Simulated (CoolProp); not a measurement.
Properties of n-heptane along the isobar 11.9 MPa (Tc = 541.2 K, pc = 2.774 MPa, ω = 0.349).

The numbers come from the reference Helmholtz-energy equation of state, Span 2003 in CoolProp. It is a short technical equation, of lower accuracy than the large ones.

```tsv
T (K)	phase	density (kg/m³)	cv (kJ/(kg K))	Joule-Thomson coefficient (K/MPa)	conductivity (mW/(m K))	fugacity coefficient
466.6	liquid	550.0	2.429	-0.1262	?	0.1019
475.8	liquid	541.3	2.463	-0.09870	89.2	0.1161
485	liquid	?	2.497	?	87.9	0.1313
494.1	liquid	523.4	2.530	-0.03729	86.6	0.1473
503.3	liquid	514.1	2.564	-0.002615	85.5	0.1644
512.5	liquid	504.7	2.597	0.03492	84.4	0.1824
521.6	liquid	495.1	2.629	0.07509	83.4	0.2009
530.8	liquid	485.3	2.661	0.1190	82.4	0.2204
540	liquid	475.2	2.693	0.1663	81.6	0.2405
549.1	supercritical	465.1	2.725	0.2166	?	0.2610
558.3	supercritical	454.6	2.756	0.2709	?	0.2822
567.5	supercritical	444.0	2.787	0.3287	79.5	0.3038
576.6	supercritical	433.4	2.817	0.3891	79.0	?
```

Fill in the missing entries.


- 466.6, conductivity (mW/(m K)): 90.6
- 485, density (kg/m³): 532.4
- 485, Joule-Thomson coefficient (K/MPa): -0.06901
- 549.1, conductivity (mW/(m K)): 80.8
- 558.3, conductivity (mW/(m K)): 80.1
- 576.6, fugacity coefficient: 0.3254

Thermal conductivity comes from a separate model (Assael 2013).
